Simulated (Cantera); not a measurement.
Pyrogenic steam for wet oxidation

An isothermal, constant-pressure homogeneous reactor starts with H2 : O2 : N2 = 0.7 : 1 : 0.89 (molar parts), equivalence ratio 0.35, at 875 K and 47000 Pa.

Detailed kinetics in Cantera: GRI-Mech 3.0 (53 species, 325 reactions). Below about 950 K walls govern HO2 and H2O2 in real vessels. The temperature is held fixed by assumption; the heat of reaction is taken as removed at once.

| t (s) | x H2 | x O2 | x NO | x OH | x H |
|---|---|---|---|---|---|
| 0.000500 | 0.270 | 0.386 | <1e-12 | 2.03e-12 | 3.78e-11 |
| 0.00144 | 0.270 | 0.386 | <1e-12 | 2.23e-12 | 4.16e-11 |
| 0.00416 | 0.270 | 0.386 | <1e-12 | 2.90e-12 | 5.41e-11 |
| 0.0120 | 0.270 | 0.386 | <1e-12 | 5.81e-12 | 1.08e-10 |
| 0.0347 | 0.270 | 0.386 | <1e-12 | 3.38e-11 | 6.19e-10 |
| 0.100 | 0.270 | 0.386 | <1e-12 | 9.09e-10 | 1.45e-8 |
| 0.289 | 0.268 | 0.385 | <1e-12 | 2.38e-8 | 2.64e-7 |
| 0.833 | 0.241 | 0.375 | <1e-12 | 3.59e-8 | 2.63e-7 |
| 2.40 | 0.183 | 0.354 | <1e-12 | 3.11e-8 | 1.38e-7 |
| 6.93 | 0.0783 | 0.318 | <1e-12 | 3.95e-8 | 5.78e-8 |
| 20.0 | 0.00275 | 0.291 | <1e-12 | 3.62e-8 | 1.71e-9 |
x: mole fraction; the columns are a selection and need not sum to one.

Equilibrium at this temperature and pressure: H2 1.06e-12, O2 0.290, NO 5.46e-6, OH 1.64e-8, H <1e-12 (gas phase only).
